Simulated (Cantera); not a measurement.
An isothermal, constant-pressure homogeneous reactor starts with N₂O : O₂ = 1 : 1.6 (molar parts), at 1200 K and 100000 Pa. Integrator tolerance rtol = 1e-08.

Computed with Cantera and GRI-Mech 3.0 (53 species, 325 reactions). GRI-Mech 3.0 was tuned for natural gas; its chemistry of N2O as a main component is partial and can be far from experiment. The mechanism lacks the step 2 NO + O2 → 2 NO2, which can matter for NO2 below about 1400 K. The temperature is held fixed by assumption; the heat of reaction is taken as removed at once.

**Question.** What does this change do: temperature 1200 to 1623 K?

**Answer.** 
```csv
quantity,before,after
x(N₂O) at 5.00 s,0.0370 (gas-phase equilibrium 1.01e-8),2.35e-6 (gas-phase equilibrium 9.31e-8)
x(O₂) at 5.00 s,0.659 (gas-phase equilibrium 0.677),0.637 (gas-phase equilibrium 0.676)
x(NO) at 5.00 s,0.0236 (gas-phase equilibrium 0.000226),0.0807 (gas-phase equilibrium 0.00246)
x(O) at 5.00 s,3.77e-7 (gas-phase equilibrium 2.08e-8),1.53e-5 (gas-phase equilibrium 1.57e-5)
x(NO₂) at 5.00 s,0.000296 (gas-phase equilibrium 6.83e-6),0.000531 (gas-phase equilibrium 1.67e-5)
x(N₂) at 5.00 s,0.280 (gas-phase equilibrium 0.322),0.282 (gas-phase equilibrium 0.321)
```

**Question.** What does this change do: O2 1.6 to 2.6 parts?

**Answer.** 
| quantity | before | after |
|---|---|---|
| x(N₂O) at 5.00 s | 0.0370 (gas-phase equilibrium 1.01e-8) | 0.0278 (gas-phase equilibrium 8.09e-9) |
| x(O₂) at 5.00 s | 0.659 (gas-phase equilibrium 0.677) | 0.744 (gas-phase equilibrium 0.756) |
| x(NO) at 5.00 s | 0.0236 (gas-phase equilibrium 0.000226) | 0.0178 (gas-phase equilibrium 0.000208) |
| x(O) at 5.00 s | 3.77e-7 (gas-phase equilibrium 2.08e-8) | 3.77e-7 (gas-phase equilibrium 2.19e-8) |
| x(NO₂) at 5.00 s | 0.000296 (gas-phase equilibrium 6.83e-6) | 0.000226 (gas-phase equilibrium 6.63e-6) |
| x(N₂) at 5.00 s | 0.280 (gas-phase equilibrium 0.322) | 0.211 (gas-phase equilibrium 0.244) |

**Question.** What does this change do: N2O 1 to 1.7 parts?

**Answer.** 
```tsv
quantity	before	after
x(N₂O) at 5.00 s	0.0370 (gas-phase equilibrium 1.01e-8)	0.0472 (gas-phase equilibrium 1.20e-8)
x(O₂) at 5.00 s	0.659 (gas-phase equilibrium 0.677)	0.565 (gas-phase equilibrium 0.590)
x(NO) at 5.00 s	0.0236 (gas-phase equilibrium 0.000226)	0.0301 (gas-phase equilibrium 0.000238)
x(O) at 5.00 s	3.77e-7 (gas-phase equilibrium 2.08e-8)	3.76e-7 (gas-phase equilibrium 1.94e-8)
x(NO₂) at 5.00 s	0.000296 (gas-phase equilibrium 6.83e-6)	0.000371 (gas-phase equilibrium 6.71e-6)
x(N₂) at 5.00 s	0.280 (gas-phase equilibrium 0.322)	0.357 (gas-phase equilibrium 0.410)
```
